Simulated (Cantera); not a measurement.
Input: 1 mol BN, a varied amount of HCl, 2.1 mol H2, held at 725 °C and 1.00 bar.

Equilibrium computed with Cantera from the NASA thermochemical tables; the gas is ideal and each condensed phase is pure. Candidate condensed phases: B, BN, NH4Cl; 21 gas species. Gases not in the tables: BHCl2. Rates play no part.

At 77 mol HCl, list the 4 most abundant gas species with their mole fractions, and the condensed phases.

HCl 0.961, H2 0.0328, BCl3 0.00419, N2 0.00210. Condensed: BN(s).
